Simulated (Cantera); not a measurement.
Thermodynamics of roasting and sulfation, feed FeS2 + SO3 + CO2

Input: 1 mol FeS2, 2.7 mol SO3, 8.9 mol CO2, held at 950 °C and 1 atm.

These are equilibrium values from Cantera (NASA tables, ideal gas, pure condensed phases), not measurements of a reactor. Candidate condensed phases: C, Fe, Fe(CO)5, FeO, FeS, FeSO4, FeS2, Fe2O3, Fe2(SO4)3, Fe3O4, S; 25 gas species. Mutual solubility and eutectic melting of coexisting phases are not modelled. FeS: taken at fixed stoichiometry. Gases not in the tables: S3 to S7. Equilibrium is a limit: real reactors are often held back by kinetics, nucleation or transport.

```json
{
  "x(CO2)": "0.680",
  "x(SO2)": "0.287",
  "x(S2)": "0.0215",
  "x(CO)": "0.00937",
  "x(S2O)": "0.00162",
  "x(COS)": "0.000830",
  "x(SO)": "0.000194",
  "n(FeS(s))": "0.392 mol",
  "n(Fe3O4(s))": "0.203 mol",
  "gas_amount": "12.90 mol",
  "log10 activity of S(l) (absent)": "-1.67",
  "log10 activity of Fe(γ) (absent)": "-2.76",
  "log10 activity of C(graphite) (absent)": "-5.75"
}
```
